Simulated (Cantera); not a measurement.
A closed system holds: 1 mol C6H6, 1.5 mol NH3, 18 mol H2, held at 0.000460 bar.

These are equilibrium values from Cantera (NASA tables, ideal gas, pure condensed phases), not measurements of a reactor. Candidate condensed phases: C, C6H6, C7H8, C8H18; 110 gas species. Ions and electrons are included (thermal ionisation). The numbers say what is thermodynamically allowed, not how fast it happens. All values below are at 4000 K.

Base state: H 0.870, C 0.111, N2 0.00955, N 0.00809, CN 0.000896, C2 0.000152, H2 0.000137, e- 2.64e-5 (mole fractions); condensed: gas only.

Task: What changes in the equilibrium state with this change: pressure from 0.000460 bar to 13.0 bar?

Result: 
```
species              before     after
-----------------  --------  --------
H2                 0.000137     0.548
H                     0.870     0.327
C2H2 (acetylene)      <1e-9    0.0534
C                     0.111   0.00204
C2H                 1.54e-7    0.0156
HCN                 6.75e-7    0.0220
C4H2                  <1e-9   0.00215
C2H2 (vinylidene)     <1e-9  0.000918
CH2                   <1e-9  0.000684
CH3                   <1e-9  0.000442
C5                    <1e-9  0.000159
```
